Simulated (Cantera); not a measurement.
Charge: 1 mol Ta(OEt)5, 2.4 mol O2, 420 mol H2, held at 2398 K and 1.33 mbar.

Cantera equilibrium calculation (NASA polynomials, part measured and part estimated; ideal gas, pure solids and liquids). Candidate condensed phases: C, C6H6, C7H8, C8H18, H2O, Ta, TaC, Ta2O5; 113 gas species. The feed counts by its element totals alone. Mutual solubility and eutectic melting of coexisting phases are not modelled. TaC: taken at fixed stoichiometry. Condensed phases not in the tables: Ta2C, N, O or C dissolved in the metal. Equilibrium is a limit: real reactors are often held back by kinetics, nucleation or transport.

Base state: H2 0.637, H 0.344, CO 0.0183 (mole fractions); condensed: Ta(s) + TaC(s).

**Question.** What changes in the equilibrium state with this change: temperature from 2398 K to 2698.15 K?

**Answer.** 
| species | before | after |
|---|---|---|
| H | 0.344 | 0.750 |
| H2 | 0.637 | 0.236 |
| CO | 0.0183 | 0.0138 |
| Ta | 1.58e-7 | 1.25e-5 |
| Ta(s), mol | 0.794 | 0.780 |
| TaC(s), mol | 0.203 | 0.205 |

**Question.** What changes in the equilibrium state with this change: O2 from 2.4 to 0.024 mol?

**Answer.** 
```csv
species,before,after
H2,0.637,0.641
H,0.344,0.346
CO,0.0183,0.00954
C2H2 (acetylene),3.38e-9,0.00351
C2H,<1e-9,0.000108
C3,<1e-9,5.02e-5
"Ta(s), mol",0.794,0
"TaC(s), mol",0.203,1.00
```
Condensed phases not in the tables: Ta2C.
